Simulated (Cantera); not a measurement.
A closed system holds: 1 mol Si3H8, 0.17 mol Cl2, 5.8 mol N2, at 1425 °C and 75.0 Torr.

Method: chemical equilibrium by Gibbs-energy minimisation in Cantera with the NASA 1993 tables (ideal gas, pure condensed phases). Candidate condensed phases: NH4Cl, Si, Si3N4; 28 gas species. The feed counts by its element totals alone. The tables' values for SiCl3 are old estimates; treat these amounts as uncertain. Rates play no part.

Base state: H2 0.481, N2 0.477, HCl 0.0401, SiCl2 0.00120, H 0.000317, Cl 2.06e-5, SiCl3 1.79e-5 (mole fractions); condensed: Si3N4(s).

What changes in the equilibrium state with this change: N2 from 5.8 to 16 mol?


| species | before | after |
|---|---|---|
| N2 | 0.477 | 0.770 |
| H2 | 0.481 | 0.211 |
| HCl | 0.0401 | 0.0179 |
| SiCl2 | 0.00120 | 0.000395 |
| SiCl3 | 1.79e-5 | 3.95e-6 |
| H | 0.000317 | 0.000210 |
| Cl | 2.06e-5 | 1.38e-5 |
| Si3N4(s), mol | 0.997 | 0.998 |
